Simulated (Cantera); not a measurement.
**Equilibrium for fluorocarbon and chlorocarbon gases: CH₃Cl + F₂**

Charge: 1 mol CH₃Cl, 0.19 mol F₂, equilibrated at 0.00420 bar.

Equilibrium computed with Cantera from the NASA thermochemical tables; the gas is ideal and each condensed phase is pure. Candidate condensed phases: C, C₆H₆, C₇H₈, C₈H₁₈; 118 gas species. The numbers say what is thermodynamically allowed, not how fast it happens.

| T (K) | log p H | log p HCl | log p H₂ | log p Cl | log p HF | log p C₃ | n C(graphite) |
|---|---|---|---|---|---|---|---|
| 1650 | -5.45 | -2.72 | -2.81 | -5.46 | -3.14 | <-14 | 1.000 |
| 1800 | -4.85 | -2.72 | -2.81 | -4.88 | -3.14 | -12.94 | 1.000 |
| 1950 | -4.35 | -2.73 | -2.81 | -4.39 | -3.14 | -11.11 | 0.999 |
| 2100 | -3.92 | -2.75 | -2.82 | -3.98 | -3.15 | -9.54 | 0.998 |
| 2250 | -3.55 | -2.80 | -2.85 | -3.65 | -3.16 | -8.19 | 0.995 |
| 2400 | -3.24 | -2.89 | -2.89 | -3.39 | -3.19 | -7.01 | 0.989 |
| 2550 | -3.00 | -3.04 | -2.98 | -3.20 | -3.23 | -5.97 | 0.978 |
| 2700 | -2.81 | -3.25 | -3.13 | -3.09 | -3.29 | -5.06 | 0.946 |
| 2850 | -2.70 | -3.55 | -3.37 | -3.03 | -3.35 | -4.24 | 0.787 |
log p: log10 of the partial pressure in bar; n: condensed amount in mol.

From 1650 K to 2850 K the condensed part is C(graphite). The main C-bearing gas is C₂H₂ (acetylene) at 1650 K and C₃ at 2850 K.
